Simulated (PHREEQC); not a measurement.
A solution holds 0.002 mol FeSO4, 0.0017 mol NiCl2, 0.0083 mol HCl and 0.00059 mol Na2SO4 per kg of water, at 25 °C. Closed to the air; pH follows from the charge balance.

Equilibrium calculation in PHREEQC: ion-association model, wateq4f.dat.

**Question.** The ionic strength comes out as 0.0204 mol/kgw. What activity coefficients do H+, NaSO4-, Cl-, SO4-2, Ni+2 get?

**Answer.** H+ 0.89, NaSO4- 0.87, Cl- 0.87, SO4-2 0.58, Ni+2 0.57.

This is a speciation only: nothing precipitates in the calculation.
